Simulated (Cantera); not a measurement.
**Equilibrium for fluorocarbon and chlorocarbon gases: CH3Cl + F2**

Feed: 1 mol CH3Cl, 0.78 mol F2, equilibrated at 51000 Pa.

Method: chemical equilibrium by Gibbs-energy minimisation in Cantera with the NASA 1993 tables (ideal gas, pure condensed phases). Candidate condensed phases: C, C6H6, C7H8, C8H18; 118 gas species. The tables' values for CCl are old estimates; treat these amounts as uncertain. Kinetics and transport are ignored.

| T (K) | x HF | x HCl | x Cl | x H | x H2 | x C2H2 (acetylene) | x C3 | n C(graphite) |
|---|---|---|---|---|---|---|---|---|
| 1323 | 0.561 | 0.360 | 2.38e-6 | 6.25e-7 | 0.0791 | 6.53e-8 | <1e-12 | 1.000 |
| 1473 | 0.561 | 0.360 | 1.84e-5 | 4.98e-6 | 0.0791 | 5.15e-7 | <1e-12 | 1.000 |
| 1623 | 0.561 | 0.360 | 9.74e-5 | 2.72e-5 | 0.0792 | 2.76e-6 | <1e-12 | 1.000 |
| 1773 | 0.561 | 0.359 | 0.000391 | 0.000112 | 0.0792 | 1.11e-5 | <1e-12 | 1.000 |
| 1923 | 0.561 | 0.358 | 0.00126 | 0.000372 | 0.0795 | 3.59e-5 | 7.54e-12 | 1.000 |
| 2073 | 0.560 | 0.355 | 0.00342 | 0.00104 | 0.0801 | 9.81e-5 | 3.08e-10 | 0.999 |
| 2223 | 0.558 | 0.350 | 0.00799 | 0.00256 | 0.0812 | 0.000236 | 7.51e-9 | 0.999 |
| 2373 | 0.555 | 0.339 | 0.0164 | 0.00564 | 0.0832 | 0.000512 | 1.21e-7 | 0.997 |
| 2523 | 0.549 | 0.322 | 0.0301 | 0.0114 | 0.0859 | 0.00102 | 1.39e-6 | 0.994 |
| 2673 | 0.541 | 0.297 | 0.0498 | 0.0214 | 0.0888 | 0.00190 | 1.20e-5 | 0.988 |
| 2823 | 0.528 | 0.264 | 0.0750 | 0.0374 | 0.0906 | 0.00326 | 8.20e-5 | 0.977 |
| 2973 | 0.511 | 0.225 | 0.104 | 0.0609 | 0.0897 | 0.00515 | 0.000457 | 0.956 |
| 3123 | 0.489 | 0.182 | 0.134 | 0.0924 | 0.0846 | 0.00741 | 0.00215 | 0.910 |
| 3273 | 0.460 | 0.138 | 0.162 | 0.130 | 0.0745 | 0.00957 | 0.00873 | 0.788 |
x: gas mole fraction; n: condensed amount in mol.

From 1323 K to 3273 K the condensed part is C(graphite). The main C-bearing gas is CH4 at 1323 K and C3 at 3273 K.
